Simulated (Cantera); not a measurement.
A Cantera script and what it prints.

```python
import numpy as np
import cantera as ct

gas_names = """
    CL CL2 H HCL H2 Na NaCL NaH Na2 Na2CL2
""".split()
cond_names = """
    Na(cr) Na(L) NaCL(s) NaCL(L)
""".split()


# ... load() reads the species with a 1 bar reference pressure and builds the phases ...
atoms = {
    'NaCl': {'Na': 1, 'CL': 1},
    'H2': {'H': 2},
}
top_T = {}  # K; cautious upper limits of use, not melting points


# ... equilibrate(T, P, feed) seeds the gas with the atoms and calls Mixture.equilibrate('TP', solver="vcs", rtol=1e-11, max_steps=5000) ...
results = []
feed = {'NaCl': 1, 'H2': 28}  # mol
for P in [0.1, 0.4, 1.6, 6.3, 25, 100, 400, 1600, 6300, 25000, 100000]:
    for T in [600, 800, 1000, 1200, 1400, 1600, 1800, 2000, 2200]:
        mix = equilibrate(T, P, feed)
        results.append((T, P, feed, dict(zip(mix.species_names, mix.species_moles))))

for T, P, feed, n in results:
    print(f"{T:7g} {P:10.4g}  " + (" + ".join(c for c in cond_names if n.get(c, 0) > 1e-12) or "gas only"))
```

Result:

```
    600        0.1  NaCL(s)
    800        0.1  gas only
   1000        0.1  gas only
   1200        0.1  gas only
   1400        0.1  gas only
   1600        0.1  gas only
   1800        0.1  gas only
   2000        0.1  gas only
   2200        0.1  gas only
    600        0.4  NaCL(s)
    800        0.4  NaCL(s)
   1000        0.4  gas only
   1200        0.4  gas only
   1400        0.4  gas only
   1600        0.4  gas only
   1800        0.4  gas only
   2000        0.4  gas only
   2200        0.4  gas only
    600        1.6  NaCL(s)
    800        1.6  NaCL(s)
   1000        1.6  gas only
   1200        1.6  gas only
   1400        1.6  gas only
   1600        1.6  gas only
   1800        1.6  gas only
   2000        1.6  gas only
   2200        1.6  gas only
    600        6.3  NaCL(s)
    800        6.3  NaCL(s)
   1000        6.3  gas only
   1200        6.3  gas only
   1400        6.3  gas only
   1600        6.3  gas only
   1800        6.3  gas only
   2000        6.3  gas only
   2200        6.3  gas only
    600         25  NaCL(s)
    800         25  NaCL(s)
   1000         25  gas only
   1200         25  gas only
   1400         25  gas only
   1600         25  gas only
   1800         25  gas only
   2000         25  gas only
   2200         25  gas only
    600        100  NaCL(s)
    800        100  NaCL(s)
   1000        100  gas only
   1200        100  gas only
   1400        100  gas only
   1600        100  gas only
   1800        100  gas only
   2000        100  gas only
   2200        100  gas only
    600        400  NaCL(s)
    800        400  NaCL(s)
   1000        400  NaCL(s)
   1200        400  gas only
   1400        400  gas only
   1600        400  gas only
   1800        400  gas only
   2000        400  gas only
   2200        400  gas only
    600       1600  NaCL(s)
    800       1600  NaCL(s)
   1000       1600  NaCL(s)
   1200       1600  gas only
   1400       1600  gas only
   1600       1600  gas only
   1800       1600  gas only
   2000       1600  gas only
   2200       1600  gas only
    600       6300  NaCL(s)
    800       6300  NaCL(s)
   1000       6300  NaCL(s)
   1200       6300  gas only
   1400       6300  gas only
   1600       6300  gas only
   1800       6300  gas only
   2000       6300  gas only
   2200       6300  gas only
    600    2.5e+04  NaCL(s)
    800    2.5e+04  NaCL(s)
   1000    2.5e+04  NaCL(s)
   1200    2.5e+04  NaCL(L)
   1400    2.5e+04  gas only
   1600    2.5e+04  gas only
   1800    2.5e+04  gas only
   2000    2.5e+04  gas only
   2200    2.5e+04  gas only
    600      1e+05  NaCL(s)
    800      1e+05  NaCL(s)
   1000      1e+05  NaCL(s)
   1200      1e+05  NaCL(L)
   1400      1e+05  gas only
   1600      1e+05  gas only
   1800      1e+05  gas only
   2000      1e+05  gas only
   2200      1e+05  gas only
```

Equilibrium computed with Cantera from the NASA thermochemical tables; the gas is ideal and each condensed phase is pure.
